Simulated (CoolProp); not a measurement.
Properties of carbon dioxide along the isotherm 233.2 K.

The numbers come from the reference Helmholtz-energy equation of state, Span 1996 in CoolProp.

| p (MPa) | phase | density (kg/m³) | isothermal compressibility (1/MPa) | conductivity (mW/(m K)) |
|---|---|---|---|---|
| 0.246 | gas | 5.745 | 4.186 | 12.0 |
| 0.492 | gas | 11.85 | 2.165 | 12.2 |
| 0.738 | gas | 18.40 | 1.502 | 12.4 |
| 0.984 | gas | 25.49 | 1.182 | 12.7 |
| 1.23 | liquid | 1117 | 0.002567 | 157 |
| 1.48 | liquid | 1118 | 0.002550 | 157 |
| 1.72 | liquid | 1118 | 0.002534 | 157 |
| 1.97 | liquid | 1119 | 0.002518 | 158 |
| 2.21 | liquid | 1120 | 0.002503 | 158 |
| 2.46 | liquid | 1120 | 0.002487 | 158 |
| 2.71 | liquid | 1121 | 0.002471 | 158 |
| 2.95 | liquid | 1122 | 0.002457 | 159 |
| 3.2 | liquid | 1122 | 0.002441 | 159 |
| 3.44 | liquid | 1123 | 0.002427 | 159 |
| 3.69 | liquid | 1124 | 0.002412 | 159 |

Thermal conductivity comes from a separate model (Huber 2016).
